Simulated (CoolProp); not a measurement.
Tetrahydrofuran at 439.25 K and 0.908 MPa is throttled through a valve to 0.244 MPa with no heat exchange. Each further row changes one setting.

The numbers come from the reference Helmholtz-energy equation of state, Fiedler 2023 in CoolProp.

```
case                        temperature change (K)  final density (kg/m³)
--------------------------  ----------------------  ---------------------
as stated                                     -9.2                   5.09
outlet pressure 0.0732 MPa                   -11.5                   1.50
outlet pressure 0.317 MPa                     -8.3                   6.67
```
